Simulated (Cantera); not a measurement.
Charge: 1 mol Pb, 0.1 mol H2S, 6.4 mol N2, 2.9 mol NH3, equilibrated at 0.260 bar.

Equilibrium computed with Cantera from the NASA thermochemical tables; the gas is ideal and each condensed phase is pure. Candidate condensed phases: Pb, PbS, S; 18 gas species. Kinetics and transport are ignored.

**Question.** Which condensed phases are stable at each of these points (T (K)): 1225, 1275, 1325, 1375, 1425, 1475, 1525, 1575, 1625?

**Answer.** 
```
T (K)  condensed phases  Pb condensed (%)
-----  ----------------  ----------------
1225              Pb(l)              89.8
1275              Pb(l)              84.0
1325              Pb(l)              74.6
1375              Pb(l)              59.3
1425              Pb(l)              33.8
1475           gas only               0.0
1525           gas only               0.0
1575           gas only               0.0
1625           gas only               0.0
```

From 1225 K to 1425 K the condensed part is Pb(l). From 1475 K to 1625 K nothing is condensed.
